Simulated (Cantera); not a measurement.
Cantera run:

```python
import numpy as np
import cantera as ct

gas_names = """
    H HO2 H2 H2O H2O2 H2S H2SO4 O OH O2 O3 S SH SO SO2 SO3 S2 S2O S8
""".split()
cond_names = """
    H2O(s) H2O(L) H2SO4(L) S(cr1) S(cr2) S(L)
""".split()


# ... load() reads the species with a 1 bar reference pressure and builds the phases ...
atoms = {
    'SO2': {'S': 1, 'O': 2},
    'H2O': {'H': 2, 'O': 1},
    'H2': {'H': 2},
}
top_T = {}  # K; cautious upper limits of use, not melting points


# ... equilibrate(T, P, feed) seeds the gas with the atoms and calls Mixture.equilibrate('TP', solver="vcs", rtol=1e-11, max_steps=5000) ...
results = []
feed = {'SO2': 1, 'H2O': 0.22, 'H2': 3.1}  # mol
P = 43  # Pa
for T in [2425, 2475, 2525, 2575, 2625, 2675, 2725, 2775, 2825, 2875, 2925, 2975, 3025]:
    mix = equilibrate(T, P, feed)
    results.append((T, P, feed, dict(zip(mix.species_names, mix.species_moles))))
    x = sorted(zip(gas.X, gas.species_names), reverse=True)
    print(f"T = {T:g} K  P = {P:g} Pa  gas = {mix.phase_moles(0):.4g} mol")
    print("   x: " + "  ".join(f"{s} {v:.3e}" for v, s in x if v > 1e-05))
    print("   condensed (mol): " + ("  ".join(f"{mix.phase(i).name} {mix.phase_moles(i):.4g}"
          for i in range(1, mix.n_phases) if mix.phase_moles(i) > 1e-12) or "none"))
```

It prints:

```
T = 2425 K  P = 43 Pa  gas = 5.956 mol
   x: H 4.109e-01  H2 2.267e-01  H2O 1.061e-01  SO 8.139e-02  O 4.408e-02  SO2 4.381e-02  S 3.943e-02  OH 3.648e-02  O2 8.525e-03  SH 1.909e-03  S2 6.666e-04  H2S 2.762e-05
   condensed (mol): none
T = 2475 K  P = 43 Pa  gas = 6.422 mol
   x: H 4.681e-01  H2 1.861e-01  H2O 7.654e-02  SO 7.590e-02  O 6.439e-02  S 4.298e-02  OH 3.875e-02  SO2 3.415e-02  O2 1.089e-02  SH 1.631e-03  S2 5.114e-04  H2S 1.814e-05
   condensed (mol): none
T = 2525 K  P = 43 Pa  gas = 6.943 mol
   x: H 5.197e-01  H2 1.478e-01  O 8.770e-02  SO 6.904e-02  H2O 5.077e-02  S 4.798e-02  OH 3.807e-02  SO2 2.474e-02  O2 1.234e-02  SH 1.411e-03  S2 4.187e-04  H2S 1.195e-05
   condensed (mol): none
T = 2575 K  P = 43 Pa  gas = 7.477 mol
   x: H 5.628e-01  H2 1.135e-01  O 1.119e-01  SO 6.086e-02  S 5.432e-02  OH 3.475e-02  H2O 3.111e-02  SO2 1.662e-02  O2 1.251e-02  SH 1.224e-03  S2 3.582e-04
   condensed (mol): none
T = 2625 K  P = 43 Pa  gas = 7.98 mol
   x: H 5.961e-01  O 1.350e-01  H2 8.476e-02  S 6.154e-02  SO 5.171e-02  OH 2.978e-02  H2O 1.783e-02  O2 1.154e-02  SO2 1.037e-02  SH 1.053e-03  S2 3.117e-04
   condensed (mol): none
T = 2675 K  P = 43 Pa  gas = 8.419 mol
   x: H 6.201e-01  O 1.555e-01  S 6.902e-02  H2 6.197e-02  SO 4.227e-02  OH 2.430e-02  O2 9.874e-03  H2O 9.720e-03  SO2 6.058e-03  SH 8.916e-04  S2 2.696e-04
   condensed (mol): none
T = 2725 K  P = 43 Pa  gas = 8.78 mol
   x: H 6.367e-01  O 1.727e-01  S 7.607e-02  H2 4.476e-02  SO 3.328e-02  OH 1.912e-02  O2 7.974e-03  H2O 5.126e-03  SO2 3.343e-03  SH 7.407e-04  S2 2.284e-04
   condensed (mol): none
T = 2775 K  P = 43 Pa  gas = 9.062 mol
   x: H 6.478e-01  O 1.864e-01  S 8.222e-02  H2 3.218e-02  SO 2.538e-02  OH 1.468e-02  O2 6.177e-03  H2O 2.655e-03  SO2 1.765e-03  SH 6.046e-04  S2 1.884e-04
   condensed (mol): none
T = 2825 K  P = 43 Pa  gas = 9.276 mol
   x: H 6.552e-01  O 1.969e-01  S 8.724e-02  H2 2.316e-02  SO 1.887e-02  OH 1.111e-02  O2 4.650e-03  H2O 1.366e-03  SO2 9.037e-04  SH 4.865e-04  S2 1.517e-04
   condensed (mol): none
T = 2875 K  P = 43 Pa  gas = 9.434 mol
   x: H 6.602e-01  O 2.047e-01  S 9.112e-02  H2 1.674e-02  SO 1.379e-02  OH 8.341e-03  O2 3.438e-03  H2O 7.047e-04  SO2 4.543e-04  SH 3.878e-04  S2 1.197e-04
   condensed (mol): none
T = 2925 K  P = 43 Pa  gas = 9.55 mol
   x: H 6.637e-01  O 2.104e-01  S 9.402e-02  H2 1.218e-02  SO 9.977e-03  OH 6.246e-03  O2 2.517e-03  H2O 3.664e-04  SH 3.075e-04  SO2 2.266e-04  S2 9.317e-05
   condensed (mol): none
T = 2975 K  P = 43 Pa  gas = 9.633 mol
   x: H 6.661e-01  O 2.145e-01  S 9.612e-02  H2 8.934e-03  SO 7.184e-03  OH 4.681e-03  O2 1.835e-03  SH 2.433e-04  H2O 1.928e-04  SO2 1.131e-04  S2 7.196e-05
   condensed (mol): none
T = 3025 K  P = 43 Pa  gas = 9.693 mol
   x: H 6.679e-01  O 2.174e-01  S 9.763e-02  H2 6.606e-03  SO 5.173e-03  OH 3.520e-03  O2 1.338e-03  SH 1.927e-04  H2O 1.029e-04  SO2 5.684e-05  S2 5.540e-05
   condensed (mol): none
```

These are equilibrium values from Cantera (NASA tables, ideal gas, pure condensed phases), not measurements of a reactor.
